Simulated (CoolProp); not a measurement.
Values from CoolProp's reference Helmholtz-energy equation of state, Lemmon 2006. It is a short technical equation, of lower accuracy than the large ones.

Problem. For acetone, give the phase and the cp (kJ/(kg K)) at 466.5 K and 0.101 MPa.

Solution. 
- 466.5 K and 0.101 MPa: gas; cp 1.79
